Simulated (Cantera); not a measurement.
Input: 1 mol PbO, 0.88 mol O2, 5.9 mol N2, equilibrated at 13300 Pa.

Method: chemical equilibrium by Gibbs-energy minimisation in Cantera with the NASA 1993 tables (ideal gas, pure condensed phases). Candidate condensed phases: Pb, PbO, PbO2, Pb3O4; 12 gas species. Equilibrium is a limit: real reactors are often held back by kinetics, nucleation or transport.

### Question
At 875 °C, list the 4 most abundant gas species with their mole fractions, and the condensed phases.

### Answer
N2 0.870, O2 0.130, PbO 0.000162, NO 0.000107. Condensed: PbO(yellow).
